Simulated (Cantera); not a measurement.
A freely propagating, adiabatic, planar premixed flame of C₃H₈ : O₂ : N₂ = 1 : 4.17 : 15.7 (molar parts), equivalence ratio 1.2, unburnt at 550 K and 760 Torr; unity-Lewis-number transport, grid criteria slope 0.08 and curve 0.16, no radiation.

Model: GRI-Mech 3.0 (53 species, 325 reactions), integrated in Cantera. GRI-Mech 3.0 was tuned for natural gas; its chemistry of propane as a main component is partial and can be far from experiment. Unity Lewis numbers drop preferential diffusion, which matters most where H2 and H carry the flame. Burning velocities carry a grid error of a few per cent, more on coarse grids.

x: mole fraction of selected species; z is measured from the peak of heat release.

```tsv
z (mm)	T (K)	u (m/s)	x C₃H₈	x O₂	x H	x OH	x NO	x C₂H₄
-1.02	550	0.841	0.0479	0.200	<1e-8	<1e-8	<1e-8	3.22e-6
-0.678	553	0.845	0.0478	0.199	<1e-8	<1e-8	5.52e-8	3.06e-5
-0.509	565	0.864	0.0473	0.198	<1e-8	<1e-8	2.87e-7	0.000157
-0.339	640	0.985	0.0439	0.189	1.86e-8	1.21e-7	1.84e-6	0.000957
-0.170	1041	1.66	0.0254	0.138	1.28e-5	7.16e-6	1.15e-5	0.00519
-0.0848	1449	2.40	0.00798	0.0863	0.000497	0.000260	2.24e-5	0.00764
0	1845	3.15	0.000172	0.0372	0.00644	0.00314	3.80e-5	0.00210
0.0848	1994	3.41	8.93e-8	0.0165	0.0135	0.00753	5.61e-5	5.40e-5
0.170	2034	3.48	<1e-8	0.0113	0.0155	0.00890	6.68e-5	6.22e-7
0.339	2081	3.54	<1e-8	0.00872	0.0147	0.00897	7.60e-5	<1e-8
0.678	2142	3.63	<1e-8	0.00681	0.0117	0.00836	8.62e-5	<1e-8
1.36	2211	3.73	<1e-8	___	___	___	___	<1e-8
2.71	2273	3.81	<1e-8	___	___	___	___	<1e-8
```

### Question
Complete the blanks.

### Answer

- 1.36, x O₂: 0.00479
- 1.36, x H: 0.00819
- 1.36, x OH: 0.00722
- 1.36, x NO: 0.000102
- 2.71, x O₂: 0.00289
- 2.71, x H: 0.00533
- 2.71, x OH: 0.00571
- 2.71, x NO: 0.000124
